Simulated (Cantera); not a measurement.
A closed system holds: 1 mol Cu, 4 mol CO, 8.1 mol N2, 0.024 mol O2, at 75.0 Torr.

These are equilibrium values from Cantera (NASA tables, ideal gas, pure condensed phases), not measurements of a reactor. Candidate condensed phases: C, Cu, CuO, Cu2O; 27 gas species. The numbers say what is thermodynamically allowed, not how fast it happens. All values below are at 1025 K.

Base state: N2 0.669, CO 0.327, CO2 0.00397 (mole fractions); condensed: Cu(s).

**Question.** What changes in the equilibrium state with this change: O2 from 0.024 to 0.43 mol?

**Answer.** 
| species | before | after |
|---|---|---|
| N2 | 0.669 | 0.669 |
| CO | 0.327 | 0.260 |
| CO2 | 0.00397 | 0.0711 |
| Cu(s), mol | 1.00 | 1.00 |
